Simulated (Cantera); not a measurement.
A closed system holds: 1 mol Zr, 0.97 mol H₂O, 0.19 mol O₂, held at 1700 K and 75.0 mbar.

Method: chemical equilibrium by Gibbs-energy minimisation in Cantera with the NASA 1993 tables (ideal gas, pure condensed phases). Candidate condensed phases: H₂O, Zr, ZrO₂; 12 gas species. Mutual solubility and eutectic melting of coexisting phases are not modelled. Condensed phases not in the tables: N, O or C dissolved in the metal. Rates play no part.

Base state: H₂ 0.999, H 0.000538 (mole fractions); condensed: Zr(β) + ZrO₂(tetragonal).

Problem. What changes in the equilibrium state with this change: temperature from 1700 K to 2548.15 K?

Solution. 
```csv
species,before,after
H₂,0.999,0.892
H,0.000538,0.107
ZrO,1.01e-9,0.00165
Zr,<1e-9,6.27e-5
H₂O,4.96e-8,4.40e-5
"Zr(β), mol",0.325,0
"ZrO₂(tetragonal), mol",0.675,0.674
"Zr(l), mol",0,0.324
```

Problem. What changes in the equilibrium state with this change: pressure from 75.0 mbar to 0.240 Pa?

Solution. 
| species | before | after |
|---|---|---|
| H₂ | 0.999 | 0.909 |
| H | 0.000538 | 0.0907 |
| ZrO | 1.01e-9 | 3.15e-5 |
| Zr(β), mol | 0.325 | 0.325 |
| ZrO₂(tetragonal), mol | 0.675 | 0.675 |
